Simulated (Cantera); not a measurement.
## Catalytic combustion on Pt

An isothermal plug-flow reactor at 900 K and 340000 Pa (inlet), inlet velocity 0.25 m/s, active area per volume 170 1/m; feed 0.401 % H₂, 8.01 % O₂, 87.9 % N₂, 3.67 % H₂O, equivalence ratio 0.025.

Cantera simulation using Deutschmann's 1995 Pt surface mechanism with GRI-Mech 3.0 gas chemistry; the numbers are that mechanism's predictions, not measurements. Catalytic surfaces can have several steady states; this one follows from the mechanism file's or the stated starting coverage. Mass transfer to the wall is taken as infinitely fast.

```csv
z (m),x H₂,x O₂,x H₂O,θ free Pt,θ O*,θ OH*
3.5e-05,0.00361,0.0799,0.0371,0.118,0.874,0.00774
6.8e-05,0.00329,0.0798,0.0375,0.113,0.880,0.00760
0.00013,0.00278,0.0796,0.0380,0.105,0.888,0.00739
0.00025,0.00208,0.0792,0.0387,0.0948,0.898,0.00710
0.00049,0.00123,0.0788,0.0396,0.0841,0.909,0.00677
0.00094,0.000509,0.0785,0.0403,0.0762,0.917,0.00650
0.0018,0.000107,0.0783,0.0407,0.0722,0.921,0.00636
0.0035,5.32e-6,0.0783,0.0408,0.0712,0.922,0.00633
```
x: gas mole fraction; θ: surface coverage.
